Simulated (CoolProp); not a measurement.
CH3F (R41) along the isobar 13.9 MPa: fugacity coefficient from the reference equation and from simpler models built on Tc = 44.1 °C, pc = 5.906 MPa, ω = 0.200; each cubic takes its own stable root.

Computed with CoolProp (reference Helmholtz-energy equation of state, Lemmon 2006). It is a short technical equation, of lower accuracy than the large ones.

```csv
T (°C),phase,reference
-24.65,liquid,0.07908
-12.05,liquid,0.1109
0.55,liquid,0.1491
13.15,liquid,0.1935
25.75,liquid,0.2433
38.35,liquid,0.2974
50.95,supercritical,0.3545
63.55,supercritical,0.4128
76.15,supercritical,0.4702
88.75,supercritical,0.5242
101.45,supercritical,0.5733
114.05,supercritical,0.6162
126.65,supercritical,0.6539
139.25,supercritical,0.6873
151.85,supercritical,0.7170
```

**Question.** How far does each simpler model (van der Waals, Redlich-Kwong, Soave-Redlich-Kwong, Peng-Robinson) lie from the reference over these 15 states: mean and median of the absolute difference, and the worst?

**Answer.** 
- van der Waals: mean 33.6 %, median 13.1 %, worst +141.0 % at -24.65 °C and 13.9 MPa
- Redlich-Kwong: mean 13.0 %, median 8.7 %, worst +38.5 % at -24.65 °C and 13.9 MPa
- Soave-Redlich-Kwong: mean 11.5 %, median 12.1 %, worst +14.3 % at 13.15 °C and 13.9 MPa
- Peng-Robinson: mean 5.1 %, median 5.6 %, worst +7.5 % at 13.15 °C and 13.9 MPa
